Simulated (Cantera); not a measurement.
A perfectly stirred reactor is fed with C2H6 : N2 = 1 : 170 (molar parts), at 0.0400 bar; it is held at 1723 K, and followed from long to short residence time.

Model: GRI-Mech 3.0 (53 species, 325 reactions), integrated in Cantera. GRI-Mech 3.0 stops at C3 and has no aromatics, soot or wall deposition, so with more carbon than oxygen in the feed, carbon stays in small species such as C2H2 where larger ones or solid carbon would form. Radical loss at walls, strong at low pressure, is not modelled.

Q: What does this change do: pressure from 0.0400 bar to 0.0133 bar?

A: 
```csv
quantity,before,after
x(C2H6) at τ = 7.20 s,3.21e-7,6.60e-7
x(H) at τ = 7.20 s,0.000154,0.000217
x(CH4) at τ = 7.20 s,0.000133,0.000144
x(C2H4) at τ = 7.20 s,2.63e-6,5.07e-6
x(H2) at τ = 7.20 s,0.0112,0.0112
x(C2H6) at τ = 81.0 ms,2.27e-5,4.86e-5
x(H) at τ = 81.0 ms,0.000276,0.000362
x(CH4) at τ = 81.0 ms,0.000533,0.000633
x(C2H4) at τ = 81.0 ms,0.000124,0.000258
x(H2) at τ = 81.0 ms,0.0102,0.00955
```

Q: What does this change do: C2H6 1 to 5.5 parts?

A: 
| quantity | before | after |
|---|---|---|
| x(C2H6) at τ = 7.20 s | 3.21e-7 | 1.25e-6 |
| x(H) at τ = 7.20 s | 0.000154 | 0.000339 |
| x(CH4) at τ = 7.20 s | 0.000133 | 0.000852 |
| x(C2H4) at τ = 7.20 s | 2.63e-6 | 1.06e-5 |
| x(H2) at τ = 7.20 s | 0.0112 | 0.0575 |
| x(C2H6) at τ = 81.0 ms | 2.27e-5 | 8.38e-5 |
| x(H) at τ = 81.0 ms | 0.000276 | 0.000554 |
| x(CH4) at τ = 81.0 ms | 0.000533 | 0.00387 |
| x(C2H4) at τ = 81.0 ms | 0.000124 | 0.000403 |
| x(H2) at τ = 81.0 ms | 0.0102 | 0.0517 |
